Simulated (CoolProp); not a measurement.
A simple Rankine cycle with chloromethane (R40): condensing at 312.15 K, boiler at 5.57 MPa, turbine inlet 409.6 K, turbine efficiency 0.65, pump efficiency 0.6, no recuperator. Each further row changes one setting.

Model: reference Helmholtz-energy equation of state, Thol 2014, in CoolProp.

| case | thermal efficiency (%) | net work (kJ/kg) | heat in (kJ/kg) | turbine exit temperature (K) | volume ratio over the turbine |
|---|---|---|---|---|---|
| as stated | 10.4 | 36.6 | 350 | 312.2 | 6.92 |
| turbine inlet 429.6 K | 11.1 | 44.0 | ? | 312.2 | ? |
| condensing temperature 304.15 K | 11.4 | ? | 363 | 304.1 | 8.51 |
| boiler pressure 3.9 MPa | 9.8 | ? | 401 | 317.1 | 4.21 |
| turbine efficiency 0.55 | 8.4 | 29.6 | 350 | 312.2 | 7.07 |

Some entries are withheld; supply them.


- turbine inlet 429.6 K, heat in (kJ/kg): 395
- turbine inlet 429.6 K, volume ratio over the turbine: 6.09
- condensing temperature 304.15 K, net work (kJ/kg): 41.5
- boiler pressure 3.9 MPa, net work (kJ/kg): 39.3

The expansion ends wet for: as stated; turbine inlet 429.6 K; condensing temperature 304.15 K; turbine efficiency 0.55.
